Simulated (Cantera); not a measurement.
**Thermodynamics of hydrogen reduction and annealing atmospheres, feed V2O5 + H2**

A closed system holds: 1 mol V2O5, 380 mol H2, equilibrated at 188 Torr.

These are equilibrium values from Cantera (NASA tables, ideal gas, pure condensed phases), not measurements of a reactor. Candidate condensed phases: H2O, V, VO, V2O3, V2O4, V2O5; 12 gas species. Mutual solubility and eutectic melting of coexisting phases are not modelled. VO: taken at fixed stoichiometry. Condensed phases not in the tables: the oxides between V2O3 and V2O5 other than VO2. Equilibrium is a limit: real reactors are often held back by kinetics, nucleation or transport.

```json
[
 {"T (K)": "1198", "x H2": "0.995", "x H2O": "0.00526", "x H": "3.79e-7", "x VO2": "<1e-12", "x VO": "<1e-12", "x OH": "1.59e-11", "x V": "<1e-12", "x O": "<1e-12", "n V2O3(s)": "1.00", "n VO(s)": "0"},
 {"T (K)": "1273", "x H2": "0.995", "x H2O": "0.00526", "x H": "1.42e-6", "x VO2": "1.99e-12", "x VO": "<1e-12", "x OH": "8.67e-11", "x V": "<1e-12", "x O": "<1e-12", "n V2O3(s)": "1.00", "n VO(s)": "0"},
 {"T (K)": "1348", "x H2": "0.995", "x H2O": "0.00526", "x H": "4.62e-6", "x VO2": "2.48e-11", "x VO": "<1e-12", "x OH": "3.93e-10", "x V": "<1e-12", "x O": "<1e-12", "n V2O3(s)": "1.00", "n VO(s)": "0"},
 {"T (K)": "1423", "x H2": "0.995", "x H2O": "0.00526", "x H": "1.32e-5", "x VO2": "2.35e-10", "x VO": "1.40e-11", "x OH": "1.52e-9", "x V": "<1e-12", "x O": "<1e-12", "n V2O3(s)": "1.00", "n VO(s)": "0"},
 {"T (K)": "1498", "x H2": "0.995", "x H2O": "0.00526", "x H": "3.43e-5", "x VO2": "1.77e-9", "x VO": "1.66e-10", "x OH": "5.14e-9", "x V": "<1e-12", "x O": "<1e-12", "n V2O3(s)": "1.00", "n VO(s)": "0"},
 {"T (K)": "1573", "x H2": "0.995", "x H2O": "0.00535", "x H": "8.11e-5", "x VO2": "1.10e-8", "x VO": "1.53e-9", "x OH": "1.57e-8", "x V": "1.05e-11", "x O": "1.08e-12", "n V2O3(s)": "0.969", "n VO(s)": "0.0626"},
 {"T (K)": "1648", "x H2": "0.992", "x H2O": "0.00765", "x H": "0.000177", "x VO2": "6.80e-8", "x VO": "9.62e-9", "x OH": "6.15e-8", "x V": "7.61e-11", "x O": "8.97e-12", "n V2O3(s)": "0.0909", "n VO(s)": "1.82"},
 {"T (K)": "1723", "x H2": "0.992", "x H2O": "0.00789", "x H": "0.000363", "x VO2": "2.65e-7", "x VO": "5.11e-8", "x OH": "1.58e-7", "x V": "6.23e-10", "x O": "4.61e-11", "n V2O3(s)": "0", "n VO(s)": "2.00"},
 {"T (K)": "1798", "x H2": "0.991", "x H2O": "0.00789", "x H": "0.000701", "x VO2": "8.89e-7", "x VO": "2.34e-7", "x OH": "3.67e-7", "x V": "4.37e-9", "x O": "2.01e-10", "n V2O3(s)": "0", "n VO(s)": "2.00"},
 {"T (K)": "1873", "x H2": "0.991", "x H2O": "0.00789", "x H": "0.00128", "x VO2": "2.69e-6", "x VO": "9.45e-7", "x OH": "7.94e-7", "x V": "2.61e-8", "x O": "7.79e-10", "n V2O3(s)": "0", "n VO(s)": "2.00"},
 {"T (K)": "1948", "x H2": "0.990", "x H2O": "0.00788", "x H": "0.00225", "x VO2": "7.43e-6", "x VO": "3.40e-6", "x OH": "1.62e-6", "x V": "1.35e-7", "x O": "2.72e-9", "n V2O3(s)": "0", "n VO(s)": "2.00"}
]
```
x: gas mole fraction; n: condensed amount in mol.

From 1198 K to 1498 K the condensed part is V2O3(s). From 1573 K to 1648 K the condensed part is VO(s) + V2O3(s). From 1723 K to 1948 K the condensed part is VO(s).
